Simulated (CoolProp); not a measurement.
The fluid at 293.15 K and 0.897 MPa is compressed adiabatically to 5.28 MPa with isentropic efficiency 0.9. The same conditions are run with several fluids, on thermodynamics alone (safety and materials aside).

Computed with CoolProp (reference Helmholtz-energy equation of state of each fluid (carbonyl sulfide: Lemmon 2006; nitrous oxide: Lemmon 2006; CF4 (R14): Platzer 1990; oxygen: Schmidt 1985)). The equations of Platzer and Polt are older, rougher fits.

**Question.** Rank carbonyl sulfide, nitrous oxide, CF4 (R14), oxygen by work (kJ/kg), highest first.

**Answer.** oxygen (195), nitrous oxide (124), carbonyl sulfide (81.4), CF4 (R14) (59.0)

```json
[
 {"fluid": "carbonyl sulfide", "final temperature (K)": "438.0", "final phase": "gas", "final density (kg/m³)": "108"},
 {"fluid": "nitrous oxide", "final temperature (K)": "441.5", "final phase": "gas", "final density (kg/m³)": "68.3"},
 {"fluid": "CF4 (R14)", "final temperature (K)": "383.9", "final phase": "supercritical", "final density (kg/m³)": "154"},
 {"fluid": "oxygen", "final temperature (K)": "501.3", "final phase": "supercritical", "final density (kg/m³)": "40.1"}
]
```

Above 300 K oxygen's equation is extrapolated.
